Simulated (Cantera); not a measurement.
Cantera run, input and output.

```python
import numpy as np
import cantera as ct

gas = ct.Solution("gri30.yaml")
gas.TPX = 1375, 1200, {'H2': 0.072, 'O2': 1}
reactor = ct.IdealGasConstPressureReactor(gas, energy="off", clone=False)
net = ct.ReactorNet([reactor])
net.rtol, net.atol = 1e-08, 1e-18
show = ['H2', 'O2', 'O', 'H2O', 'H2O2', 'HO2']
times = np.geomspace(6e-06, 10, 12)

steps = ct.SolutionArray(gas, extra=["t"])
rows = []
print(f"{'t/s':>10s}{'T/K':>9s}{'P/Pa':>11s}" + "".join(f"{s:>11s}" for s in show))
for t in times:
    while net.time < t:
        t_next = net.step()
        steps.append(gas.state, t=t_next)
    rows.append([np.interp(t, steps.t, y) for y in (steps.T, steps.P, *steps(*show).X.T)])
    print(f"{t:10.3e}{rows[-1][0]:9.1f}{rows[-1][1]:11.4g}" + "".join(f"{x:11.3e}" for x in rows[-1][2:]))
rate = np.gradient(steps.T, steps.t)
print("integrator steps:", len(steps.t))
if steps.T.max() > steps.T[0] + 200:
    print(f"time of steepest temperature rise: {steps.t[rate.argmax()]:.4e} s")
gas.TPX = 1375, 1200, {'H2': 0.072, 'O2': 1}
gas.equilibrate("TP")
print(f"equilibrium (TP): T = {gas.T:.1f} K  " + "  ".join(f"{s} {gas[s].X[0]:.3e}" for s in show))
```

It prints:

```
       t/s      T/K       P/Pa         H2         O2          O        H2O       H2O2        HO2
 6.000e-06   1375.0       1200  6.716e-02  9.328e-01  6.078e-10  2.929e-11  3.149e-13  5.561e-09
 2.207e-05   1375.0       1200  6.716e-02  9.328e-01  6.737e-09  1.210e-09  4.242e-12  2.045e-08
 8.117e-05   1375.0       1200  6.716e-02  9.328e-01  6.533e-08  4.055e-08  5.668e-11  7.521e-08
 2.986e-04   1375.0       1200  6.716e-02  9.328e-01  1.758e-06  2.412e-06  7.331e-10  2.774e-07
 1.098e-03   1375.0       1200  3.387e-02  9.076e-01  1.645e-02  2.453e-02  1.110e-07  2.196e-06
 4.039e-03   1375.0       1200  1.415e-03  8.797e-01  4.463e-02  5.751e-02  6.943e-08  2.351e-06
 1.486e-02   1375.0       1200  1.235e-03  8.871e-01  3.815e-02  5.924e-02  6.887e-08  2.282e-06
 5.464e-02   1375.0       1200  7.644e-04  9.046e-01  2.256e-02  6.325e-02  6.350e-08  1.982e-06
 2.010e-01   1375.0       1200  2.047e-04  9.234e-01  5.794e-03  6.740e-02  4.100e-08  1.102e-06
 7.392e-01   1375.0       1200  2.470e-05  9.294e-01  6.891e-04  6.894e-02  1.480e-08  2.770e-07
 2.719e+00   1375.0       1200  2.821e-06  9.303e-01  7.851e-05  6.932e-02  3.915e-09  6.055e-08
 1.000e+01   1375.0       1200  4.655e-07  9.304e-01  1.297e-05  6.943e-02  1.120e-09  4.753e-08
integrator steps: 1417
equilibrium (TP): T = 1375.0 K  H2 2.024e-07  O2 9.305e-01  O 5.641e-06  H2O 6.945e-02  H2O2 6.933e-10  HO2 6.181e-08
```

Model: GRI-Mech 3.0 (53 species, 325 reactions), integrated in Cantera. Radical loss at walls, strong at low pressure, is not modelled. The temperature is held fixed by assumption; the heat of reaction is taken as removed at once.
